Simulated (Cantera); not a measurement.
A closed system holds: 1 mol FeS₂, 0.62 mol O₂, 2 mol CO₂, at 0.590 bar.

Cantera equilibrium calculation (NASA polynomials, part measured and part estimated; ideal gas, pure solids and liquids). Candidate condensed phases: C, Fe, Fe(CO)₅, FeO, FeS, FeSO₄, FeS₂, Fe₂O₃, Fe₂(SO₄)₃, Fe₃O₄, S; 25 gas species. Metal and sulfide melt together well below either melting point, which pure phases cannot show. Mutual solubility and eutectic melting of coexisting phases are not modelled. The tables' stoichiometric FeO is somewhat more stable than real wüstite, so its field is too wide. FeO, FeS: taken at fixed stoichiometry. Gases not in the tables: S₃ to S₇. Kinetics and transport are ignored.

x: gas mole fraction; n: condensed amount in mol.

```json
[
 {"T (K)": "798", "x CO₂": "0.811", "x SO₂": "0.188", "x CO": "3.37e-5", "x S₂": "0.000810", "x S₂O": "0.000120", "x SO": "1.36e-7", "x COS": "5.01e-5", "n FeS₂(s)": "0.766", "n Fe₃O₄(s)": "0.0781", "n FeS(s)": "0", "n FeO(s)": "0", "n FeS(l)": "0"},
 {"T (K)": "873", "x CO₂": "0.758", "x SO₂": "0.235", "x CO": "0.000174", "x S₂": "0.00592", "x S₂O": "0.000566", "x SO": "1.20e-6", "x COS": "0.000215", "n FeS₂(s)": "0.345", "n Fe₃O₄(s)": "0", "n FeS(s)": "0.655", "n FeO(s)": "0", "n FeS(l)": "0"},
 {"T (K)": "948", "x CO₂": "0.710", "x SO₂": "0.220", "x CO": "(withheld)", "x S₂": "0.0640", "x S₂O": "0.00313", "x SO": "(withheld)", "x COS": "(withheld)", "n FeS₂(s)": "0", "n Fe₃O₄(s)": "0", "n FeS(s)": "1.00", "n FeO(s)": "0", "n FeS(l)": "0"},
 {"T (K)": "1023", "x CO₂": "0.708", "x SO₂": "0.221", "x CO": "0.00238", "x S₂": "0.0636", "x S₂O": "0.00301", "x SO": "2.47e-5", "x COS": "0.00155", "n FeS₂(s)": "0", "n Fe₃O₄(s)": "0", "n FeS(s)": "1.00", "n FeO(s)": "0", "n FeS(l)": "0"},
 {"T (K)": "1098", "x CO₂": "0.705", "x SO₂": "0.223", "x CO": "0.00531", "x S₂": "0.0628", "x S₂O": "0.00290", "x SO": "6.55e-5", "x COS": "0.00167", "n FeS₂(s)": "0", "n Fe₃O₄(s)": "0", "n FeS(s)": "1.00", "n FeO(s)": "0", "n FeS(l)": "0"},
 {"T (K)": "1173", "x CO₂": "0.698", "x SO₂": "0.225", "x CO": "0.0106", "x S₂": "0.0614", "x S₂O": "0.00279", "x SO": "0.000153", "x COS": "0.00176", "n FeS₂(s)": "0", "n Fe₃O₄(s)": "0", "n FeS(s)": "1.00", "n FeO(s)": "0", "n FeS(l)": "0"},
 {"T (K)": "1248", "x CO₂": "0.688", "x SO₂": "0.229", "x CO": "(withheld)", "x S₂": "0.0592", "x S₂O": "0.00267", "x SO": "(withheld)", "x COS": "0.00180", "n FeS₂(s)": "0", "n Fe₃O₄(s)": "0", "n FeS(s)": "1.00", "n FeO(s)": "0", "n FeS(l)": "0"},
 {"T (K)": "1323", "x CO₂": "0.673", "x SO₂": "0.234", "x CO": "0.0316", "x S₂": "0.0559", "x S₂O": "0.00254", "x SO": "0.000628", "x COS": "0.00178", "n FeS₂(s)": "0", "n Fe₃O₄(s)": "0", "n FeS(s)": "1.00", "n FeO(s)": "0", "n FeS(l)": "0"},
 {"T (K)": "1398", "x CO₂": "0.654", "x SO₂": "0.241", "x CO": "0.0482", "x S₂": "0.0515", "x S₂O": "0.00238", "x SO": "0.00113", "x COS": "0.00170", "n FeS₂(s)": "0", "n Fe₃O₄(s)": "0", "n FeS(s)": "1.00", "n FeO(s)": "0", "n FeS(l)": "0"},
 {"T (K)": "1473", "x CO₂": "0.623", "x SO₂": "0.244", "x CO": "0.0720", "x S₂": "0.0547", "x S₂O": "0.00246", "x SO": "0.00196", "x COS": "0.00178", "n FeS₂(s)": "0", "n Fe₃O₄(s)": "0", "n FeS(s)": "0", "n FeO(s)": "0.0390", "n FeS(l)": "0.961"}
]
```

Task: What belongs in the gaps?

Result: 
- 948, x CO: 0.000928
- 948, x SO: 7.96e-6
- 948, x COS: 0.00141
- 1248, x CO: 0.0191
- 1248, x SO: 0.000324
